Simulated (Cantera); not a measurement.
# Silicon oxide and oxynitride deposition: Si2H6 + CO2

Feed: 1 mol Si2H6, 4.8 mol CO2, at 0.0100 bar.

Equilibrium computed with Cantera from the NASA thermochemical tables; the gas is ideal and each condensed phase is pure. Candidate condensed phases: C, C6H6, C7H8, C8H18, H2O, Si, SiC, SiO2; 123 gas species. The feed counts by its element totals alone. The tables hold silica as quartz up to 1696 K and as liquid above; real silica turns to tridymite and cristobalite and melts near 1996 K. The numbers say what is thermodynamically allowed, not how fast it happens.

From 1175 K to 1625 K the condensed part is SiO2(β-quartz). From 1700 K to 1850 K the condensed part is SiO2(condensed).

```tsv
T (K)	log p CO	log p H2	log p H2O	log p CO2	log p H	log p SiO	log p OH	n SiO2(β-quartz)	n SiO2(condensed)
1175	-2.25	-2.47	-3.35	-3.24	-8.15	-13.14	-11.18	2.00	0
1250	-2.25	-2.47	-3.31	-3.28	-7.55	-11.72	-10.37	2.00	0
1325	-2.25	-2.48	-3.27	-3.31	-7.03	-10.47	-9.65	2.00	0
1400	-2.24	-2.48	-3.24	-3.34	-6.56	-9.35	-9.02	2.00	0
1475	-2.24	-2.49	-3.22	-3.37	-6.13	-8.35	-8.45	2.00	0
1550	-2.24	-2.49	-3.20	-3.40	-5.75	-7.45	-7.93	2.00	0
1625	-2.24	-2.50	-3.19	-3.42	-5.40	-6.63	-7.47	2.00	0
1700	-2.24	-2.50	-3.17	-3.45	-5.08	-5.88	-7.04	0	2.00
1775	-2.24	-2.50	-3.16	-3.47	-4.79	-5.21	-6.65	0	2.00
1850	-2.24	-2.51	-3.15	-3.48	-4.52	-4.61	-6.29	0	1.98
```
log p: log10 of the partial pressure in bar; n: condensed amount in mol.
